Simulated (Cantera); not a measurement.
A freely propagating, adiabatic, planar premixed flame of 3.80 % C₃H₈, 21.8 % O₂, 74.0 % N₂, 0.376 % H₂O, equivalence ratio 0.87, unburnt at 625 K and 7500 Torr; mixture-averaged transport, grid criteria slope 0.08 and curve 0.16, no radiation.

Cantera simulation using GRI-Mech 3.0 (53 species, 325 reactions); the numbers are that mechanism's predictions, not measurements. GRI-Mech 3.0 was tuned for natural gas; its chemistry of propane as a main component is partial and can be far from experiment. Burning velocities carry a grid error of a few per cent, more on coarse grids.

**Question.** Predict: laminar burning velocity; thermal thickness; peak x(HCO); peak x(CH₂); peak x(H); peak x(C₂H₂).

**Answer.** 
| Quantity | Value |
|---|---|
| laminar burning velocity | 96.4 cm/s |
| thermal thickness | 0.0396 mm |
| peak x(HCO) | 5.38e-5 |
| peak x(CH₂) | 3.96e-5 |
| peak x(H) | 0.00257 |
| peak x(C₂H₂) | 0.000896 |
